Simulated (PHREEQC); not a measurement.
Solution (25 °C): 0.008 mol/kgw NaCl and 0.00073 mol/kgw Cu(NO3)2. Closed to the air; pH follows from the charge balance.

Equilibrium calculation in PHREEQC: ion-association model, phreeqc.dat.

| Quantity | Result |
|---|---|
| pH | 5.39 |
| ionic strength | 0.0102 mol/kgw |
| specific conductance | 1110 µS/cm |

```tsv
species	molality	activity	log γ
Na+	0.00800	0.00722	-0.044
Cl-	0.00799	0.00719	-0.046
NO3-	0.00146	0.00131	-0.047
Cu+2	0.000716	0.000482	-0.172
CuCl+	1.04e-5	9.33e-6	-0.045
H+	4.43e-6	4.05e-6	-0.040
CuOH+	1.32e-6	1.19e-6	-0.045
Cu2(OH)2+2	9.41e-7	6.21e-7	-0.181
Cu(OH)2	6.13e-7	6.15e-7	0.001
CuCl2	3.60e-8	3.60e-8	0.001
```

Precipitation was switched off in this run. Species that the database lacks are ignored.
